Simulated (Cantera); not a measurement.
Feed: 1 mol CCl₄, 0.014 mol F₂, 10 mol H₂, at 2000 °C and 0.0320 bar.

These are equilibrium values from Cantera (NASA tables, ideal gas, pure condensed phases), not measurements of a reactor. Candidate condensed phases: C, C₆H₆, C₇H₈, C₈H₁₈; 118 gas species. Equilibrium is a limit: real reactors are often held back by kinetics, nucleation or transport.

Base state: H₂ 0.633, HCl 0.311, H 0.0374, Cl 0.0133, C₂H₂ (acetylene) 0.00239, HF 0.00227 (mole fractions); condensed: C(graphite).

**Question.** What changes in the equilibrium state with this change: temperature from 2000 °C to 502 °C?

**Answer.** 
```
species            before    after
----------------  -------  -------
H₂                  0.633    0.630
HCl                 0.311    0.342
CH₄               2.90e-6   0.0260
H                  0.0374    <1e-9
Cl                 0.0133    <1e-9
C₂H₂ (acetylene)  0.00239    <1e-9
HF                0.00227  0.00239
C(graphite), mol    0.940    0.696
```
